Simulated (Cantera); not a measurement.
A closed system holds: 1 mol CH3SiCl3, 310 mol H2, held at 2175 K and 323 Torr.

These are equilibrium values from Cantera (NASA tables, ideal gas, pure condensed phases), not measurements of a reactor. The feed counts by its element totals alone. The tables' values for SiCl are old estimates; treat these amounts as uncertain. Gases not in the tables: Si2H6 and higher silanes. Rates play no part.

| species | before | after |
|---|---|---|
| H2 | 0.983 | 0.546 |
| HCl | 0.00936 | 0.388 |
| SiCl2 | 5.71e-5 | 0.0541 |
| SiCl4 | <1e-9 | 9.85e-5 |
| SiCl3 | 4.62e-8 | 0.00243 |
| SiHCl3 | 1.90e-9 | 7.44e-5 |
| SiH2Cl2 | 2.16e-8 | 1.14e-5 |
| Cl | 5.13e-5 | 0.00285 |
| SiCl | 1.84e-5 | 0.000314 |
| SiC(s), mol | 0.852 | 0.662 |
| C(graphite), mol | 0 | 0.323 |
Gas species are given as mole fractions.

Name the change that produced these shifts.
A) temperature from 2175 K to 2500 K
B) temperature from 2175 K to 1448 K
C) H2 from 310 to 2.9 mol
D) CH3SiCl3 replaced by (CH3)2SiCl2

C, H2 from 310 to 2.9 mol. The tables' values for SiCl3, SiCl are old estimates; treat these amounts as uncertain
